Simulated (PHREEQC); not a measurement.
Solution (50 °C): 3.2 mol/kgw H2SO4, 0.089 mol/kgw Na2SO4 and 0.26 mol/kgw MgCl2. It is in equilibrium with CO2 at log p = -2 (atm). Otherwise closed; pH follows from the charge balance.

Equilibrium calculation in PHREEQC: Pitzer model, pitzer.dat.

* **pH**: -1.25
* **ionic strength**: 4.95 mol/kgw
* **activity of water**: 0.808
* **density**: 1.173 g/cm³
* **osmotic coefficient**: 1.519
* **total alkalinity**: -6400 meq/kg

```
species  molality  activity   log γ
-------  --------  --------  ------
H+           3.55      17.8   0.700
HSO4-        2.85      2.43  -0.069
Cl-         0.520     0.318  -0.214
SO4-2       0.439  0.000696  -2.800
Mg+2        0.260      1.72   0.819
Na+         0.178     0.340   0.281
CO2      0.000164  0.000195   0.073
```

This is a speciation only: nothing precipitates in the calculation. In brines, pH and single-ion activities rest on the MacInnes convention. Constants without temperature data keep their 25 °C values here.
